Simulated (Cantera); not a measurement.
# Adiabatic ignition

An adiabatic, constant-pressure homogeneous reactor starts with CH₄ : O₂ : N₂ = 1 : 0.952 : 3.58 (molar parts), equivalence ratio 2.1, at 1050 K and 1.00 bar.

Detailed kinetics in Cantera: GRI-Mech 3.0 (53 species, 325 reactions).

```tsv
t (s)	T (K)	x CH₄	x O₂	x H₂O₂	x O	x HCN	x OH
8.00e-6	1050	0.181	0.172	<1e-12	<1e-12	<1e-12	<1e-12
2.28e-5	1050	0.181	0.172	3.43e-12	<1e-12	<1e-12	<1e-12
6.49e-5	1050	0.181	0.172	2.75e-11	<1e-12	<1e-12	<1e-12
0.000185	1050	0.181	0.172	2.17e-10	<1e-12	<1e-12	1.10e-12
0.000526	1050	0.181	0.172	1.65e-9	1.02e-12	<1e-12	3.63e-12
0.00150	1050	0.181	0.172	1.10e-8	3.57e-12	<1e-12	1.41e-11
0.00427	1050	0.181	0.172	5.10e-8	1.55e-11	<1e-12	6.34e-11
0.0122	1050	0.181	0.172	8.76e-8	4.16e-11	<1e-12	1.59e-10
0.0346	1050	0.181	0.172	1.09e-7	4.94e-11	<1e-12	1.90e-10
0.0986	1050	0.181	0.172	2.03e-7	7.14e-11	<1e-12	2.91e-10
0.281	1052	0.180	0.172	6.85e-7	1.90e-10	<1e-12	8.43e-10
0.800	2088	1.95e-10	1.28e-7	1.05e-10	4.62e-7	1.04e-6	9.48e-5
```
x: mole fraction; the columns are a selection and need not sum to one.

```json
{
 "time_of_steepest_temperature_rise": "0.713 s",
 "temperature at 0.800 s": "2088 K",
 "equilibrium_temperature": "2089 K",
 "x(CH₄) at 0.800 s": "1.95e-10 (gas-phase equilibrium 1.94e-10)",
 "x(O₂) at 0.800 s": "1.28e-7 (gas-phase equilibrium 1.29e-7)",
 "x(H₂O₂) at 0.800 s": "1.05e-10 (gas-phase equilibrium 1.05e-10)"
}
```
